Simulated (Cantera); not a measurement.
## Equilibrium for silicon nitride deposition: SiF4 + NH3 + H2

Charge: 1 mol SiF4, 2.9 mol NH3, 1.2 mol H2, equilibrated at 1350 K.

Cantera equilibrium calculation (NASA polynomials, part measured and part estimated; ideal gas, pure solids and liquids). Candidate condensed phases: Si, Si3N4; 37 gas species. The tables' values for SiF3, SiF2 are old estimates; treat these amounts as uncertain. Equilibrium is a limit: real reactors are often held back by kinetics, nucleation or transport.

From 0.0375 Torr to 750 Torr nothing is condensed. The main Si-bearing gas is SiF4 throughout.

```csv
P (Pa),x H2,x N2,x SiF4,x HF,x SiF3,x SiHF3
5,0.674,0.179,0.103,0.0232,0.0179,0.000442
17,0.679,0.180,0.108,0.0172,0.0139,0.000632
59,0.683,0.180,0.112,0.0128,0.0104,0.000887
210,0.685,0.180,0.115,0.00958,0.00758,0.00122
710,0.687,0.181,0.117,0.00743,0.00542,0.00161
2400,0.688,0.181,0.119,0.00596,0.00372,0.00203
8400,0.689,0.181,0.120,0.00498,0.00240,0.00246
29000,0.690,0.181,0.121,0.00440,0.00147,0.00280
100000,0.690,0.181,0.121,0.00402,0.000871,0.00307
```
x: gas mole fraction; nothing condenses.
